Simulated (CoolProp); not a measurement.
CHF3 (R23) along the isotherm 414.8 K: density (kg/m³) from the reference equation and from simpler models built on Tc = 299.3 K, pc = 4832 kPa, ω = 0.263; each cubic takes its own stable root.

Values from CoolProp's reference Helmholtz-energy equation of state, Penoncello 2003.

```tsv
p (kPa)	phase	reference
2010	gas	42.76
4030	gas	89.99
6040	supercritical	141.6
8050	supercritical	197.7
10100	supercritical	258.9
12100	supercritical	321.1
14100	supercritical	383.2
16100	supercritical	443.1
18100	supercritical	498.8
20100	supercritical	549.6
22100	supercritical	595.2
24200	supercritical	637.9
```

How far does each simpler model (ideal gas, van der Waals, Redlich-Kwong, Peng-Robinson) lie from the reference over these 12 states: mean and median of the absolute difference, and the worst?


- ideal gas: mean 20.0 %, median 23.2 %, worst -26.3 % at 414.8 K and 18100 kPa
- van der Waals: mean 5.8 %, median 5.6 %, worst +11.0 % at 414.8 K and 12100 kPa
- Redlich-Kwong: mean 2.1 %, median 2.3 %, worst +3.6 % at 414.8 K and 10100 kPa
- Peng-Robinson: mean 3.6 %, median 3.8 %, worst -6.8 % at 414.8 K and 22100 kPa
